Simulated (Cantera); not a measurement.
Hydrocarbon pyrolysis for carbon deposition

An isothermal, constant-pressure homogeneous reactor starts with CH4 : N2 : H2O = 1 : 4.6 : 0.027 (molar parts), at 1475 K and 0.0100 bar.

Cantera simulation using GRI-Mech 3.0 (53 species, 325 reactions); the numbers are that mechanism's predictions, not measurements. GRI-Mech 3.0 stops at C3 and has no aromatics, soot or wall deposition, so with more carbon than oxygen in the feed, carbon stays in small species such as C2H2 where larger ones or solid carbon would form. Radical loss at walls, strong at low pressure, is not modelled.

```json
[
 {"t (s)": "0.000800", "x CH4": "0.178", "x CH2": "<1e-12", "x H": "1.44e-8", "x CH3": "7.27e-7", "x C2H4": "2.96e-12"},
 {"t (s)": "0.00165", "x CH4": "0.178", "x CH2": "<1e-12", "x H": "1.44e-8", "x CH3": "1.52e-6", "x C2H4": "3.23e-11"},
 {"t (s)": "0.00341", "x CH4": "0.178", "x CH2": "2.46e-12", "x H": "1.44e-8", "x CH3": "3.15e-6", "x C2H4": "3.18e-10"},
 {"t (s)": "0.00706", "x CH4": "0.178", "x CH2": "9.99e-12", "x H": "1.44e-8", "x CH3": "6.52e-6", "x C2H4": "2.94e-9"},
 {"t (s)": "0.0146", "x CH4": "0.178", "x CH2": "4.15e-11", "x H": "1.47e-8", "x CH3": "1.35e-5", "x C2H4": "2.66e-8"},
 {"t (s)": "0.0301", "x CH4": "0.178", "x CH2": "1.72e-10", "x H": "1.59e-8", "x CH3": "2.77e-5", "x C2H4": "2.36e-7"},
 {"t (s)": "0.0622", "x CH4": "0.178", "x CH2": "7.04e-10", "x H": "2.10e-8", "x CH3": "5.64e-5", "x C2H4": "2.04e-6"},
 {"t (s)": "0.129", "x CH4": "0.178", "x CH2": "2.72e-9", "x H": "4.15e-8", "x CH3": "0.000112", "x C2H4": "1.69e-5"},
 {"t (s)": "0.266", "x CH4": "0.177", "x CH2": "9.53e-9", "x H": "1.26e-7", "x CH3": "0.000212", "x C2H4": "0.000128"},
 {"t (s)": "0.549", "x CH4": "0.175", "x CH2": "2.77e-8", "x H": "5.24e-7", "x CH3": "0.000366", "x C2H4": "0.000800"},
 {"t (s)": "1.13", "x CH4": "0.166", "x CH2": "5.08e-8", "x H": "2.25e-6", "x CH3": "0.000489", "x C2H4": "0.00298"},
 {"t (s)": "2.34", "x CH4": "0.147", "x CH2": "4.45e-8", "x H": "5.73e-6", "x CH3": "0.000426", "x C2H4": "0.00358"},
 {"t (s)": "4.84", "x CH4": "0.121", "x CH2": "3.27e-8", "x H": "9.84e-6", "x CH3": "0.000328", "x C2H4": "0.00180"},
 {"t (s)": "10.0", "x CH4": "0.0907", "x CH2": "2.47e-8", "x H": "1.50e-5", "x CH3": "0.000245", "x C2H4": "0.000829"}
]
```
x: mole fraction; the columns are a selection and need not sum to one.

Equilibrium at this temperature and pressure: CH4 0.000235, CH2 2.80e-10, H 6.28e-5, CH3 1.29e-6, C2H4 3.02e-5 (gas phase only).
